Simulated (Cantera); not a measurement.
Input: 1 mol SiCl4, 26 mol N2, held at 84000 Pa.

These are equilibrium values from Cantera (NASA tables, ideal gas, pure condensed phases), not measurements of a reactor. Candidate condensed phases: Si, Si3N4; 13 gas species. The tables' values for SiCl3 are old estimates; treat these amounts as uncertain. Rates play no part. All values below are at 1673 K.

Base state: N2 0.962, SiCl4 0.0355, Cl 0.00144, SiCl3 0.00135, SiCl2 0.000108, Cl2 6.33e-5 (mole fractions); condensed: gas only.

### Question
What changes in the equilibrium state with this change: 0.41 mol H2O added?

### Answer
```
species                before     after
-------------------  --------  --------
N2                      0.962     0.940
HCl                         0    0.0296
SiCl4                  0.0355    0.0275
Cl2                   6.33e-5   5.09e-5
SiCl3                 0.00135   0.00117
Cl                    0.00144   0.00129
SiCl2                0.000108  0.000104
SiO2(β-quartz), mol         0     0.205
```
The tables hold silica as quartz up to 1696 K and as liquid above; real silica turns to tridymite and cristobalite and melts near 1996 K. Further candidate phases: H2O, NH4Cl, SiO2, Si2N2O.
